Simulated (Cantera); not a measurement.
Charge: 1 mol SiH4, 20 mol NH3, 4.1 mol H2, held at 13300 Pa.

Cantera equilibrium calculation (NASA polynomials, part measured and part estimated; ideal gas, pure solids and liquids). Candidate condensed phases: Si, Si3N4; 18 gas species. Rates play no part. All values below are at 1450 K.

Base state: H2 0.795, N2 0.205, H 2.31e-5 (mole fractions); condensed: Si3N4(s).

What changes in the equilibrium state with this change: NH3 from 20 to 0.33 mol?


```json
[
 {"species": "H2", "before": "0.795", "after": "1.000"},
 {"species": "N2", "before": "0.205", "after": "0.000128"},
 {"species": "H", "before": "2.31e-5", "after": "2.59e-5"},
 {"species": "Si3N4(s), mol", "before": "0.333", "after": "0.0821"},
 {"species": "Si(s), mol", "before": "0", "after": "0.754"}
]
```
Mutual solubility and eutectic melting of coexisting phases are not modelled.
